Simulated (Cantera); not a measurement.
Input (Python, Cantera) and output of one run.

```python
import numpy as np
import cantera as ct

gas_names = [...]  # 109 gases of nasa_gas.yaml made of C, Cl, H, Si
cond_names = """
    C(gr) C6H6(L) C7H8(L) C8H18(L),n-octa Si(cr) Si(L) SiC(b)
""".split()


# ... load() reads the species with a 1 bar reference pressure and builds the phases ...
atoms = {
    '(CH3)2SiCl2': {'C': 2, 'H': 6, 'Si': 1, 'CL': 2},
    'C2H4': {'C': 2, 'H': 4},
    'H2': {'H': 2},
}
top_T = {'C(gr)': 4500, 'SiC(b)': 3050}  # K; cautious upper limits of use, not melting points


# ... equilibrate(T, P, feed) seeds the gas with the atoms and calls Mixture.equilibrate('TP', solver="vcs", rtol=1e-11, max_steps=5000) ...
results = []
feed = {'(CH3)2SiCl2': 1, 'C2H4': 0.13, 'H2': 58}  # mol
P = 100000  # Pa
for T in [1373, 1473, 1573, 1673, 1773, 1873, 1973, 2073, 2173, 2273, 2373, 2473, 2573]:
    mix = equilibrate(T, P, feed)
    results.append((T, P, feed, dict(zip(mix.species_names, mix.species_moles))))
    x = sorted(zip(gas.X, gas.species_names), reverse=True)
    print(f"T = {T:g} K  P = {P:g} Pa  gas = {mix.phase_moles(0):.4g} mol")
    print("   x: " + "  ".join(f"{s} {v:.3e}" for v, s in x if v > 0.001))
    print("   condensed (mol): " + ("  ".join(f"{mix.phase(i).name} {mix.phase_moles(i):.4g}"
          for i in range(1, mix.n_phases) if mix.phase_moles(i) > 1e-12) or "none"))
```

Output:

```
T = 1373 K  P = 100000 Pa  gas = 61.97 mol
   x: H2 9.631e-01  HCL 3.221e-02  CH4 4.670e-03
   condensed (mol): C(gr) 0.9716  SiC(b) 0.9985
T = 1473 K  P = 100000 Pa  gas = 62.09 mol
   x: H2 9.651e-01  HCL 3.215e-02  CH4 2.735e-03
   condensed (mol): C(gr) 1.091  SiC(b) 0.9983
T = 1573 K  P = 100000 Pa  gas = 62.15 mol
   x: H2 9.661e-01  HCL 3.210e-02  CH4 1.712e-03
   condensed (mol): C(gr) 1.153  SiC(b) 0.9976
T = 1673 K  P = 100000 Pa  gas = 62.19 mol
   x: H2 9.666e-01  HCL 3.205e-02  CH4 1.134e-03
   condensed (mol): C(gr) 1.185  SiC(b) 0.9966
T = 1773 K  P = 100000 Pa  gas = 62.22 mol
   x: H2 9.667e-01  HCL 3.199e-02
   condensed (mol): C(gr) 1.198  SiC(b) 0.9953
T = 1873 K  P = 100000 Pa  gas = 62.24 mol
   x: H2 9.665e-01  HCL 3.191e-02
   condensed (mol): C(gr) 1.192  SiC(b) 0.9936
T = 1973 K  P = 100000 Pa  gas = 62.28 mol
   x: H2 9.656e-01  HCL 3.182e-02  H 1.326e-03
   condensed (mol): C(gr) 1.164  SiC(b) 0.9913
T = 2073 K  P = 100000 Pa  gas = 62.32 mol
   x: H2 9.639e-01  HCL 3.169e-02  H 2.582e-03  C2H2,acetylene 1.181e-03
   condensed (mol): C(gr) 1.102  SiC(b) 0.988
T = 2173 K  P = 100000 Pa  gas = 62.4 mol
   x: H2 9.609e-01  HCL 3.152e-02  H 4.730e-03  C2H2,acetylene 2.121e-03
   condensed (mol): C(gr) 0.9939  SiC(b) 0.9821
T = 2273 K  P = 100000 Pa  gas = 62.52 mol
   x: H2 9.560e-01  HCL 3.127e-02  H 8.213e-03  C2H2,acetylene 3.604e-03
   condensed (mol): C(gr) 0.8202  SiC(b) 0.9694
T = 2373 K  P = 100000 Pa  gas = 62.71 mol
   x: H2 9.481e-01  HCL 3.093e-02  H 1.360e-02  C2H2,acetylene 5.833e-03
   condensed (mol): C(gr) 0.5616  SiC(b) 0.9387
T = 2473 K  P = 100000 Pa  gas = 63.03 mol
   x: H2 9.361e-01  HCL 3.043e-02  H 2.157e-02  C2H2,acetylene 9.026e-03
   condensed (mol): C(gr) 0.2019  SiC(b) 0.8606
T = 2573 K  P = 100000 Pa  gas = 63.58 mol
   x: H2 9.196e-01  H 3.294e-02  HCL 2.963e-02  C2H2,acetylene 1.156e-02  Si 2.459e-03
   condensed (mol): SiC(b) 0.6423
```

Equilibrium computed with Cantera from the NASA thermochemical tables; the gas is ideal and each condensed phase is pure. The feed counts by its element totals alone. The tables' values for SiCl are old estimates; treat these amounts as uncertain. Gases not in the tables: Si2H6 and higher silanes.
